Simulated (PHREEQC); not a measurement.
A solution holds 0.071 mol HF and 0.00091 mol (CH3)4NF per kg of water, at 25 °C. Closed to the air; pH follows from the charge balance.

Equilibrium calculation in PHREEQC: ion-association model, phreeqc.dat.

```
quantity                   before    after
------------------------  -------  -------
pH                           2.17     2.45
ionic strength (mol/kgw)  0.00831  0.00473
HF (mol/kgw)               0.0620   0.0662
F- (mol/kgw)              0.00671  0.00371
HF2- (mol/kgw)            0.00160  0.00102
```

Task: Name the change that produced these shifts.
A. HF from 0.071 to 0.355 mol/kgw
B. temperature from 25 to 40 °C
C. HF left out
D. temperature from 25 to 35 °C
E. temperature from 25 to 90 °C

Result: E, temperature from 25 to 90 °C

This is a speciation only: nothing precipitates in the calculation. (CH3)4N+ isn't in the database: it is added as a free cation with an ion size of 4 Å. Constants without temperature data keep their 25 °C values here.
